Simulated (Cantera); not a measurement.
An adiabatic, constant-pressure homogeneous reactor starts with CH4 : CO : O2 : N2 = 1 : 0.041 : 1.06 : 3.4 (molar parts), at 1600 K and 100000 Pa.

Cantera simulation using GRI-Mech 3.0 (53 species, 325 reactions); the numbers are that mechanism's predictions, not measurements.

x: mole fraction; the columns are a selection and need not sum to one.

```
t (s)     T (K)     x CH4     x CO      x O2   x CH2CO    x NO2     x OH    x C2H6
--------  -----  --------  -------  --------  --------  -------  -------  --------
7.00e-6    1600     0.182  0.00745     0.193  1.54e-11   <1e-12  5.90e-8   3.15e-9
1.70e-5    1600     0.182  0.00745     0.193  1.01e-10   <1e-12  1.19e-7   5.57e-8
4.14e-5    1600     0.182  0.00745     0.193  7.65e-10   <1e-12  2.80e-7   1.15e-6
0.000101   1600     0.181  0.00745     0.192   1.48e-8   <1e-12  7.50e-7   2.61e-5
0.000245   1607     0.178  0.00773     0.191   1.59e-6   <1e-12  2.96e-6  0.000415
0.000596   2728       ___    0.140       ___       ___      ___      ___  1.99e-12
0.00145    2673  5.35e-12    0.139  0.000159    <1e-12  9.65e-9  0.00477    <1e-12
0.00352    2671  5.25e-12    0.139  0.000160    <1e-12      ___  0.00478    <1e-12
0.00857    2670  5.27e-12    0.139  0.000159    <1e-12  1.40e-8  0.00477    <1e-12
0.0209     2670  5.28e-12    0.139  0.000159    <1e-12  1.41e-8  0.00477    <1e-12
0.0507     2670  5.28e-12    0.139  0.000159    <1e-12  1.41e-8  0.00477    <1e-12
0.123      2670  5.28e-12    0.139  0.000159    <1e-12  1.41e-8  0.00477    <1e-12
0.300      2670  5.28e-12    0.139  0.000159    <1e-12  1.41e-8  0.00477    <1e-12
```

Q: Some entries are withheld; supply them.

A: 
- 0.000596, x CH4: 4.21e-6
- 0.000596, x O2: 7.02e-5
- 0.000596, x CH2CO: 1.48e-7
- 0.000596, x NO2: 6.31e-9
- 0.000596, x OH: 0.00333
- 0.00352, x NO2: 1.24e-8
